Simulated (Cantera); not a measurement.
**Equilibrium for carbon deposition, reforming and gasification: C2H4 + CO2 + N2**

Charge: 1 mol C2H4, 0.33 mol CO2, a varied amount of N2, equilibrated at 2623.15 K and 248 Torr.

Cantera equilibrium calculation (NASA polynomials, part measured and part estimated; ideal gas, pure solids and liquids). Candidate condensed phases: C, C6H6, C7H8, C8H18, H2O; 136 gas species. Rates play no part.

```tsv
n(N2) (mol)	x N2	x H2	x CO	x H	x HCN	x HNC	x C2H2 (acetylene)	x CN	n C(graphite)
4.3	0.586	0.240	0.0931	0.0359	0.0356	0.00477	0.00425	0.000364	1.32
5	0.621	0.216	0.0847	0.0341	0.0348	0.00466	0.00383	0.000375	1.30
5.9	0.659	0.191	0.0758	0.0321	0.0337	0.00452	0.00339	0.000386	1.27
6.9	0.692	0.169	0.0680	0.0302	0.0325	0.00436	0.00300	0.000395	1.25
8.1	0.724	0.149	0.0605	0.0283	0.0312	0.00417	0.00264	0.000404	1.22
9.5	0.754	0.130	0.0535	0.0264	0.0297	0.00398	0.00230	0.000413	1.19
11	0.779	0.114	0.0477	0.0248	0.0283	0.00379	0.00202	0.000419	1.16
13	0.805	0.0979	0.0417	0.0229	0.0266	0.00357	0.00174	0.000426	1.12
15	0.825	0.0854	0.0370	0.0214	0.0252	0.00338	0.00151	0.000432	1.09
18	0.849	0.0715	0.0316	0.0196	0.0234	0.00313	0.00127	0.000438	1.05
21	0.867	0.0612	0.0276	0.0181	0.0219	0.00293	0.00108	0.000442	1.01
25	0.884	0.0510	0.0237	0.0166	0.0202	0.00270	0.000905	0.000447	0.958
29	0.898	0.0436	0.0207	0.0153	0.0188	0.00252	0.000773	0.000450	0.914
```
x: gas mole fraction; n: condensed amount in mol.

From 4.3 mol N2 to 29 mol N2 the condensed part is C(graphite). The main C-bearing gas is CO throughout. The share of C in condensed phases is highest at 4.3 mol N2 (56.6 %) and lowest at 29 mol N2 (39.2 %).
